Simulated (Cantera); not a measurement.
A perfectly stirred reactor is fed with C2H6 : O2 : N2 : H2O = 1 : 4.61 : 17.3 : 4.5 (molar parts), equivalence ratio 0.76, at 2330 Torr; it is adiabatic with a 823 K inlet, and is followed from long to short residence time, starting on the burning branch (τ in s: 0.023, 0.01, 0.0047, 0.0021, 0.00094, 0.00042, 0.00019, 8.5e-05, 3.8e-05, 1.7e-05, 7.7e-06).

Model: GRI-Mech 3.0 (53 species, 325 reactions), integrated in Cantera.

Predict: blow-out, bracketed by the residence times tried; x(C2H6) at τ = 23.0 ms; x(O2) at τ = 23.0 ms; x(H2O) at τ = 23.0 ms; x(HO2) at τ = 23.0 ms; x(CH2O) at τ = 23.0 ms; x(C2H6) at τ = 0.420 ms; x(O2) at τ = 0.420 ms; x(H2O) at τ = 0.420 ms; x(HO2) at τ = 0.420 ms; x(CH2O) at τ = 0.420 ms.


```
Item                                                                          Result
------------------------------------------------  ----------------------------------
blow-out, bracketed by the residence times tried  burning at 38.0 µs, out at 17.0 µs
x(C2H6) at τ = 23.0 ms                                                       5.11e-7
x(O2) at τ = 23.0 ms                                                          0.0396
x(H2O) at τ = 23.0 ms                                                          0.266
x(HO2) at τ = 23.0 ms                                                        2.96e-6
x(CH2O) at τ = 23.0 ms                                                       5.14e-7
x(C2H6) at τ = 0.420 ms                                                      1.63e-5
x(O2) at τ = 0.420 ms                                                         0.0428
x(H2O) at τ = 0.420 ms                                                         0.260
x(HO2) at τ = 0.420 ms                                                       1.40e-5
x(CH2O) at τ = 0.420 ms                                                      1.06e-5
```
